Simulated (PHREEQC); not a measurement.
Solution (75 °C): 1.5e-05 mol/kgw Ca(HCO3)2, 8.4e-07 mol/kgw Na2SO4 and 3.9e-06 mol/kgw KCl. Closed to the air; pH follows from the charge balance.

Model: ion-association model, wateq4f.dat, run in PHREEQC.

This is a speciation only: nothing precipitates in the calculation.

Problem. Order these C species by the share of C that they hold, largest first: HCO3-, CO3-2, CO2.

Solution. HCO3- (89 %), CO2 (11 %), CO3-2 (0.12 %)

The pH is 7.23 and the ionic strength 5.15e-5 mol/kgw. Constants without temperature data keep their 25 °C values here.
